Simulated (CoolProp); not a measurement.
R1336mzz(E) at 242.5 K and 0.0103 MPa is compressed adiabatically to 0.0809 MPa with isentropic efficiency 0.7. Each further row changes one setting.

The numbers come from the reference Helmholtz-energy equation of state, Akasaka 2023 in CoolProp.

| case | work (kJ/kg) | final temperature (K) | final density (kg/m³) |
|---|---|---|---|
| as stated | 38.1 | 293.4 | … |
| efficiency 1 | 26.7 | … | 5.95 |
| efficiency 0.65 | 41.0 | … | … |

Q: What belongs in the gaps?

A: 
- as stated, final density (kg/m³): 5.63
- efficiency 1, final temperature (K): 279.4
- efficiency 0.65, final temperature (K): 297.0
- efficiency 0.65, final density (kg/m³): 5.55
